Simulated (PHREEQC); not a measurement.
A solution holds 0.022 mol NH4Cl and 0.1 mol K2HPO4 per kg of water, at 20 °C. Closed to the air; pH follows from the charge balance.

Computed with PHREEQC (ion-association model, wateq4f.dat).

Each row changes one thing in this solution. No solid was allowed to form.

| case | pH | ionic strength (mol/kgw) | K+ (mol/kgw) | NH4+ (mol/kgw) | NH3 (mol/kgw) |
|---|---|---|---|---|---|
| as made | 8.47 | 0.302 | 0.192 | 0.0203 | 0.00175 |
| K2HPO4 from 0.1 to 0.15 mol/kgw | 8.53 | 0.437 | 0.284 | 0.0200 | 0.00198 |
| K2HPO4 replaced by KCl at the same molality | 5.63 | 0.122 | 0.100 | 0.0220 | 2.87e-6 |
| K2HPO4 from 0.1 to 0.2 mol/kgw | 8.57 | 0.569 | 0.376 | 0.0198 | 0.00216 |
| NH4Cl from 0.022 to 0.0022 mol/kgw | 8.94 | 0.284 | 0.192 | 0.00175 | 0.000449 |
| K2HPO4 from 0.1 to 0.05 mol/kgw | 8.36 | 0.164 | 0.0973 | 0.0206 | 0.00140 |
| NH4Cl from 0.022 to 0.0242 mol/kgw | 8.45 | 0.304 | 0.192 | 0.0224 | 0.00184 |
| temperature from 20 to 45 °C | 8.09 | 0.299 | 0.192 | 0.0185 | 0.00354 |
| NH4Cl from 0.022 to 0.033 mol/kgw | 8.38 | 0.312 | 0.192 | 0.0308 | 0.00216 |

H3PO4, which wateq4f.dat lacks, is added to it with the constant of phreeqc.dat. At this temperature some constants are extrapolated from 25 °C, and those without enthalpy data are left unchanged.
